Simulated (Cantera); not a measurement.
An isothermal, constant-pressure homogeneous reactor starts with 0.507 % H2, 99.5 % O2, equivalence ratio 0.0026, at 1450 K and 0.0263 atm.

Cantera simulation using GRI-Mech 3.0 (53 species, 325 reactions); the numbers are that mechanism's predictions, not measurements. Radical loss at walls, strong at low pressure, is not modelled.

x: mole fraction; the columns are a selection and need not sum to one.

| t (s) | x H2 | x O2 | x H | x O | x H2O2 | x H2O | x HO2 |
|---|---|---|---|---|---|---|---|
| 0.000300 | 0.00507 | 0.995 | 1.49e-8 | 2.41e-7 | 8.19e-11 | 1.18e-7 | 1.38e-7 |
| 0.000623 | 0.00507 | 0.995 | 5.35e-8 | 1.10e-6 | 2.78e-10 | 8.61e-7 | 2.84e-7 |
| 0.00129 | 0.00505 | 0.995 | 6.47e-7 | 1.43e-5 | 8.13e-10 | 1.44e-5 | 5.82e-7 |
| 0.00269 | ? | 0.993 | 5.99e-5 | 0.00139 | 1.10e-8 | 0.00146 | 5.76e-7 |
| 0.00558 | ? | 0.990 | 7.04e-5 | 0.00448 | 7.72e-9 | 0.00463 | 3.55e-7 |
| 0.0116 | 9.86e-6 | 0.990 | 6.53e-5 | 0.00441 | 7.10e-9 | 0.00466 | 3.37e-7 |
| 0.0240 | 9.44e-6 | 0.990 | 6.10e-5 | 0.00422 | 6.97e-9 | 0.00467 | 3.29e-7 |
| 0.0499 | ? | 0.991 | 5.33e-5 | 0.00385 | 6.71e-9 | 0.00469 | 3.13e-7 |
| 0.104 | ? | 0.991 | 4.10e-5 | 0.00322 | 6.21e-9 | 0.00473 | 2.84e-7 |
| 0.215 | ? | 0.992 | 2.53e-5 | 0.00233 | 5.32e-9 | 0.00479 | 2.36e-7 |
| 0.447 | ? | 0.993 | 1.13e-5 | 0.00135 | 4.00e-9 | 0.00486 | 1.72e-7 |
| 0.928 | ? | 0.994 | 3.45e-6 | 0.000611 | 2.49e-9 | 0.00494 | 1.05e-7 |
| 1.93 | ? | 0.995 | 7.69e-7 | 0.000224 | 1.24e-9 | 0.00500 | 5.72e-8 |
| 4.00 | ? | 0.995 | 1.47e-7 | 7.39e-5 | 5.26e-10 | 0.00504 | 3.52e-8 |

Task: What belongs in the gaps?

Result: 
- 0.00269, x H2: 0.00310
- 0.00558, x H2: 1.72e-5
- 0.0499, x H2: 8.65e-6
- 0.104, x H2: 7.30e-6
- 0.215, x H2: 5.33e-6
- 0.447, x H2: 3.14e-6
- 0.928, x H2: 1.44e-6
- 1.93, x H2: 5.33e-7
- 4.00, x H2: 1.77e-7
